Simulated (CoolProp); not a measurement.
Ammonia at 293.15 K and 9.22 MPa flows at 0.29 m/s in a round tube of 50 mm bore and 45 µm roughness, fully developed (64/Re and Nu = 3.66 if laminar; Colebrook and Gnielinski if turbulent). Each further row changes one setting.

Model: reference Helmholtz-energy equation of state, Gao 2020, in CoolProp.

```
case               Reynolds number  Darcy friction factor  pressure drop (Pa/m)  heat-transfer coefficient (W/(m² K))  mass flow (kg/h)
-----------------  ---------------  ---------------------  --------------------  ------------------------------------  ----------------
as stated                    61600                 0.0231                  12.0                                  2080              1270
velocity 0.58 m/s           123000                 0.0214                  44.5                                  3910              2530
diameter 100 mm             123000                 0.0196                  5.08                                  1800              5060
```

Viscosity comes from a separate model (Fenghour 1995). Thermal conductivity comes from a separate model (Tufeu 1984).
